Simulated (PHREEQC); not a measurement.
0.013 g of hydrous ferric oxide (600 m²/g; 0.2 weak and 0.005 strong sites per Fe, Dzombak-Morel constants, diffuse double layer) in 1 kg of water with 0.001 mol/kgw of an inert sodium salt and 0.056 mmol/kgw BaCl2, at 25 °C; the pH is set by adding NaOH or the inert anion's acid. O2 is buffered at 0.21 atm. CO2 from the air is kept out. No solid was allowed to form.

Model: ion-association model, wateq4f.dat, run in PHREEQC.

```
pH    Ba sorbed (%)  surface charge σ (C/m²)  surface potential ψ (mV)
----  -------------  -----------------------  ------------------------
3               0.0                    0.256                       233
3.5             0.0                    0.179                       ___
4               0.0                    0.122                       209
4.5             0.0                    0.082                       190
5               0.0                    0.053                       168
5.5             0.0                    0.033                       145
6               0.0                    0.020                       119
6.5             0.0                    0.012                       ___
7               0.1                      ___                        64
7.5             0.5                    0.003                        37
8               1.1                      ___                        11
8.5             ___                   -0.001                       ___
9               2.0                   -0.004                       -44
9.5             ___                   -0.007                       -65
10             12.6                   -0.008                       -74
10.5           19.3                   -0.010                       -77
11             22.9                   -0.012                       -78
```

Task: What belongs in the gaps?

Result: 
- 3.5, surface potential ψ (mV): 224
- 6.5, surface potential ψ (mV): 92
- 7, surface charge σ (C/m²): 0.006
- 8, surface charge σ (C/m²): 0.001
- 8.5, Ba sorbed (%): 1.3
- 8.5, surface potential ψ (mV): -17
- 9.5, Ba sorbed (%): 5.3

The oxide is taken as insoluble; below pH 4 it would dissolve.
